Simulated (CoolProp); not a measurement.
The fluid at 293.15 K and 19.9 MPa flows at 0.41 m/s in a round tube of 12.7 mm bore and 0.25 µm roughness, fully developed (64/Re and Nu = 3.66 if laminar; Colebrook and Gnielinski if turbulent). The same conditions are run with several fluids, on thermodynamics alone (safety and materials aside).

Model: reference Helmholtz-energy equation of state of each fluid (propylene: Lemmon 2013; R404A: Lemmon 2003; R125: Lemmon 2005; toluene: Lemmon 2006), in CoolProp. Blends and air are pseudo-pure fits.

| fluid | Reynolds number | Darcy friction factor | pressure drop (Pa/m) | heat-transfer coefficient (W/(m² K)) | mass flow (kg/h) |
|---|---|---|---|---|---|
| propylene | 22800 | 0.0251 | 92.3 | 1050 | 104 |
| R404A | 31000 | 0.0234 | 182 | 995 | 221 |
| R125 | 30900 | 0.0234 | 210 | 970 | 254 |
| toluene | 6660 | 0.0345 | 201 | 615 | 165 |

Transport values come from each fluid's own correlations; those of propylene are estimates that may be off by 10 % or more.
